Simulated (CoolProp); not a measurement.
A single-stage vapour-compression cycle with R507A: evaporating at 212.15 K (dew point), condensing at 275.15 K (bubble point), superheat 8 K, subcooling 2 K, compressor efficiency 0.75, no pressure losses. Each further row changes one setting.

Computed with CoolProp (reference Helmholtz-energy equation of state, Lemmon 2003). It is a pseudo-pure fit of the blend.

```tsv
case	cooling COP	pressure ratio	discharge temperature (K)	refrigerating effect (kJ/kg)	volumetric capacity (kJ/m³)
as stated	1.87	13.8	317.5	133	356
evaporating temperature 217.15 K	2.13	10.5	313.1	136	471
condensing temperature 270.15 K	2.10	11.8	311.2	140	375
subcooling 7 K	1.96	13.8	317.5	140	375
superheat 18 K	1.88	13.8	328.7	141	358
compressor efficiency 0.65	1.62	13.8	328.7	133	356
```
